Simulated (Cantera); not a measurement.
## Low-pressure radical oxidation in H2/O2

An isothermal, constant-pressure homogeneous reactor starts with H2 : O2 : N2 = 0.022 : 1 : 0.98 (molar parts), at 1225 K and 0.0132 atm.

Detailed kinetics in Cantera: GRI-Mech 3.0 (53 species, 325 reactions). Radical loss at walls, strong at low pressure, is not modelled.

| t (s) | x H2 | x O2 | x H | x OH | x NO |
|---|---|---|---|---|---|
| 7.00e-5 | 0.0110 | 0.499 | 3.80e-10 | 1.89e-10 | <1e-12 |
| 0.000283 | 0.0110 | 0.499 | 9.65e-10 | 1.69e-9 | <1e-12 |
| 0.00114 | 0.0110 | 0.499 | 7.01e-9 | 2.11e-8 | <1e-12 |
| 0.00461 | 0.0109 | 0.499 | 7.66e-6 | 2.44e-5 | <1e-12 |
| 0.0186 | 9.14e-5 | 0.490 | 0.000833 | 0.000882 | 1.08e-8 |
| 0.0752 | 6.89e-5 | 0.492 | 0.000546 | 0.000769 | 4.67e-8 |
| 0.304 | 2.91e-5 | 0.495 | 0.000145 | 0.000501 | 8.96e-8 |
| 1.23 | 4.68e-6 | 0.496 | 9.24e-6 | 0.000202 | 1.05e-7 |
| 4.95 | 4.49e-7 | 0.497 | 2.76e-7 | 6.28e-5 | 1.10e-7 |
| 20.0 | 4.96e-8 | 0.497 | 1.03e-8 | 2.10e-5 | 1.11e-7 |
x: mole fraction; the columns are a selection and need not sum to one.

Equilibrium at this temperature and pressure: H2 2.89e-9, O2 0.497, H 1.46e-10, OH 5.08e-6, NO 0.000288 (gas phase only).
